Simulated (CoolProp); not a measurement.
Vapour-liquid equilibrium of cyclopentane (1) + octamethylcyclotetrasiloxane (D4) (2) at 457.6 K; x and y are mole fractions of (1).

The numbers come from the multi-fluid Helmholtz-energy mixture model, Gedanitz 2015 and Thol 2015; pair parameters Bell 2016 in CoolProp.

```tsv
x	bubble pressure (MPa)	y at the bubble point	dew pressure at overall composition x (MPa)	liquid density (mol/L)
0.05	0.1740	0.290	0.1321	2.640
0.15	0.2811	0.583	0.1470	2.864
0.25	0.4040	0.730	0.1654	3.122
0.35	0.5451	0.817	0.1889	3.420
0.45	0.7071	0.874	0.2199	3.770
0.55	0.8933	0.913	0.2628	4.186
0.65	1.107	0.943	0.3263	4.686
0.75	1.352	0.965	0.4296	5.300
0.85	1.631	0.982	0.6291	6.069
0.95	1.937	0.995	1.179	7.055
```

No azeotrope shows between x = 0.05 and 0.95.

The pair parameters rest on a limited set of measurements; away from them the model extrapolates.
